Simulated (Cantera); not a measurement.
Charge: 1 mol CS2, 0.31 mol O2, equilibrated at 2023.15 K.

Equilibrium computed with Cantera from the NASA thermochemical tables; the gas is ideal and each condensed phase is pure. Candidate condensed phases: C, S; 22 gas species. The ideal-gas law is rough above about 30 bar. Rates play no part.

x: gas mole fraction; nothing condenses.

| P (Pa) | x S2 | x CO | x CS2 | x S | x CS | x COS |
|---|---|---|---|---|---|---|
| 10 | 0.294 | 0.313 | 0.0295 | 0.200 | 0.163 | 3.43e-5 |
| 84 | 0.370 | 0.343 | 0.0779 | 0.0775 | 0.132 | 0.000122 |
| 710 | 0.389 | 0.362 | ? | ? | ? | ? |
| 6000 | 0.387 | 0.373 | 0.192 | 0.00939 | 0.0376 | 0.00115 |
| 50000 | 0.384 | 0.377 | 0.218 | 0.00324 | 0.0149 | 0.00333 |
| 420000 | 0.381 | 0.374 | 0.230 | ? | ? | ? |
| 3600000 | 0.374 | 0.360 | 0.236 | 0.000377 | 0.00192 | 0.0267 |
| 30000000 | 0.359 | 0.321 | 0.247 | 0.000128 | 0.000712 | 0.0673 |

### Question
What belongs in the gaps?

### Answer

- 420000, x S: 0.00111
- 420000, x CS: 0.00543
- 420000, x COS: 0.00954
- 710, x CS2: 0.141
- 710, x S: 0.0273
- 710, x CS: 0.0805
- 710, x COS: 0.000384
